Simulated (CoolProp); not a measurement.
The fluid at 293.15 K and 0.315 MPa is throttled through a valve to 0.012 MPa with no heat exchange. The same conditions are run with several fluids, on thermodynamics alone (safety and materials aside).

Values from CoolProp's reference Helmholtz-energy equation of state of each fluid (ammonia: Gao 2020; hydrogen chloride: Thol 2018; R22: Kamei 1995; normal hydrogen: Leachman 2009; C2F6 (R116): Lemmon 2006).

**Question.** Rank ammonia, hydrogen chloride, R22, normal hydrogen, C2F6 (R116) by temperature change (K), highest first.

**Answer.** normal hydrogen (+0.1), C2F6 (R116) (-2.7), hydrogen chloride (-5.1), R22 (-7.3), ammonia (-9.7)

```csv
fluid,final density (kg/m³)
ammonia,0.0868
hydrogen chloride,0.183
R22,0.437
normal hydrogen,0.00992
C2F6 (R116),0.687
```
